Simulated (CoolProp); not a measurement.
R141b along the isobar 2860 kPa: fugacity coefficient from the reference equation and from simpler models built on Tc = 204.4 °C, pc = 4212 kPa, ω = 0.220; each cubic takes its own stable root.

The numbers come from the reference Helmholtz-energy equation of state, Lemmon 2006 in CoolProp. It is a short technical equation, of lower accuracy than the large ones.

```csv
T (°C),phase,reference,Redlich-Kwong,Soave-Redlich-Kwong,Peng-Robinson
30.45,liquid,0.03585,0.05795,0.03631,0.03615
49.35,liquid,0.06547,0.09832,0.06639,0.06549
68.25,liquid,0.1099,0.1541,0.1116,0.1093
87.15,liquid,0.1718,0.2264,0.1747,0.1704
106.05,liquid,0.2530,0.3148,0.2574,0.2503
124.95,liquid,0.3542,0.4179,0.3601,0.3495
143.85,liquid,0.4740,0.5328,0.4808,0.4664
162.75,liquid,0.6097,0.6551,0.6155,0.5971
181.65,gas,0.7377,0.7399,0.7345,0.7156
200.65,gas,0.7742,0.7705,0.7697,0.7507
```
